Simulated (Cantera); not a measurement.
A closed system holds: 1 mol SiCl4, 0.12 mol N2O, 28 mol H2, at 1498 K and 28.0 mbar.

Cantera equilibrium calculation (NASA polynomials, part measured and part estimated; ideal gas, pure solids and liquids). Candidate condensed phases: H2O, NH4Cl, Si, SiO2, Si2N2O, Si3N4; 47 gas species. Mutual solubility and eutectic melting of coexisting phases are not modelled. The tables' values for SiCl3 are old estimates; treat these amounts as uncertain. Equilibrium is a limit: real reactors are often held back by kinetics, nucleation or transport.

Base state: H2 0.892, HCl 0.0818, SiCl2 0.0240, SiCl3 0.000879, N2 0.000219, SiO 0.000219, SiHCl3 0.000115, SiCl4 0.000103 (mole fractions); condensed: Si(s) + Si2N2O(s).

### Question
What changes in the equilibrium state with this change: temperature from 1498 K to 800 K?

### Answer
```tsv
species	before	after
H2	0.892	0.941
HCl	0.0818	0.0335
SiCl4	0.000103	0.0253
SiCl2	0.0240	3.31e-8
N2	0.000219	<1e-9
SiO	0.000219	<1e-9
Si(s), mol	0.0115	0
Si2N2O(s), mol	0.113	0.120
```
